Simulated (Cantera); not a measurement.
Standard-state values (1 bar) from the NASA 1993 polynomials, evaluated with Cantera. Values are per mole of reaction as written; species without (g) are pure solids or liquids, kept so even where they would boil at 1 bar.

Q: Between 525 and 1125 K, where is each reaction favourable under standard conditions?
- CaF₂ ⇌ Ca(g) + F₂(g)

A: 
- CaF₂ ⇌ Ca(g) + F₂(g): ΔG° is 1253 kJ at 525 K and 1093 kJ at 1125 K; it stays positive (K < 1). ΔH° is 1382 kJ and ΔS° 257 J/K at 1125 K.
